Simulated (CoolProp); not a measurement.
Computed with CoolProp (reference Helmholtz-energy equation of state, Tillner-Roth 1994).

Problem. For R134a, give the phase and the Z, cv (kJ/(kg K)), conductivity (mW/(m K)), Prandtl number at 76.75 °C and 1740 kPa; 100.65 °C and 1740 kPa.

Solution. 
- 76.75 °C and 1740 kPa: gas; Z 0.766, cv 0.933, conductivity 19.0, Prandtl number 0.917
- 100.65 °C and 1740 kPa: gas; Z 0.828, cv 0.939, conductivity 20.4, Prandtl number 0.850

Viscosity comes from a separate model (Huber 2003), an estimate that may be off by 10 % or more. Thermal conductivity comes from a separate model (McLinden 2000), an estimate that may be off by 10 % or more.
